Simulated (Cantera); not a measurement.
Input: 1 mol BCl3, 0.27 mol H2O, 1.2 mol H2, at 1725 K and 1.00 bar.

Cantera equilibrium calculation (NASA polynomials, part measured and part estimated; ideal gas, pure solids and liquids). Candidate condensed phases: B, B2O3, B3O3H3, H2O; 33 gas species. The tables' values for BOCl, BCl2, BCl, BH2 are old estimates; treat these amounts as uncertain. Gases not in the tables: BHCl2. Equilibrium is a limit: real reactors are often held back by kinetics, nucleation or transport.

What is the equilibrium state?


| Property | Value |
|---|---|
| x(HCl) | 0.362 |
| x(H2) | 0.360 |
| x(BCl3) | 0.220 |
| x(B3O3Cl3) | 0.0234 |
| x(BOCl) | 0.0128 |
| x(HBO) | 0.0115 |
| x(BCl2) | 0.00598 |
| x(B2O2) | 0.00163 |
| x(BCl) | 0.00154 |
| n(B(s)) | 0.122 mol |
| gas amount | 2.684 mol |
| log10 activity of B3O3H3(s) (absent) | -7.35 |
